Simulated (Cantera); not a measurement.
## Equilibrium for chlorosilane synthesis and conversion: Si + Cl2 + H2

Charge: 1 mol Si, a varied amount of Cl2, 1 mol H2, held at 875 °C and 1130 Torr.

Method: chemical equilibrium by Gibbs-energy minimisation in Cantera with the NASA 1993 tables (ideal gas, pure condensed phases). Candidate condensed phases: Si; 19 gas species. The tables' values for SiCl3 are old estimates; treat these amounts as uncertain. Equilibrium is a limit: real reactors are often held back by kinetics, nucleation or transport.

From 0.5 mol Cl2 to 1.7 mol Cl2 the condensed part is Si(s). From 1.9 mol Cl2 to 2.6 mol Cl2 nothing is condensed. The main Si-bearing gas is SiCl4 throughout.

| n(Cl2) (mol) | x H2 | x HCl | x SiCl4 | x SiHCl3 | x SiCl3 | x SiH2Cl2 | x SiCl2 | x SiH3Cl | n Si(s) |
|---|---|---|---|---|---|---|---|---|---|
| 0.5 | 0.754 | 0.0305 | 0.136 | 0.0674 | 0.00577 | 0.00419 | 0.00271 | 7.02e-5 | 0.732 |
| 0.74 | 0.676 | 0.0316 | 0.193 | 0.0832 | 0.00753 | 0.00449 | 0.00323 | 6.52e-5 | 0.605 |
| 0.97 | 0.615 | 0.0318 | 0.242 | 0.0939 | 0.00890 | 0.00457 | 0.00361 | 5.98e-5 | 0.483 |
| 1.2 | 0.563 | 0.0317 | 0.285 | 0.102 | 0.0101 | 0.00454 | 0.00392 | 5.46e-5 | 0.362 |
| 1.4 | 0.524 | 0.0315 | 0.318 | 0.106 | 0.0109 | 0.00446 | 0.00414 | 5.04e-5 | 0.257 |
| 1.7 | 0.474 | 0.0309 | 0.362 | 0.112 | 0.0121 | 0.00431 | 0.00442 | 4.48e-5 | 0.0998 |
| 1.9 | 0.447 | 0.0324 | 0.392 | 0.109 | 0.0121 | 0.00377 | 0.00411 | 3.52e-5 | 0 |
| 2.2 | 0.347 | 0.199 | 0.437 | 0.0153 | 0.00193 | 6.69e-5 | 9.39e-5 | 7.89e-8 | 0 |
| 2.4 | 0.244 | 0.340 | 0.410 | 0.00589 | 0.000888 | 1.06e-5 | 2.12e-5 | 5.15e-9 | 0 |
| 2.6 | 0.151 | 0.464 | 0.382 | 0.00249 | 0.000477 | 2.04e-6 | 6.57e-6 | 4.49e-10 | 0 |
x: gas mole fraction; n: condensed amount in mol.
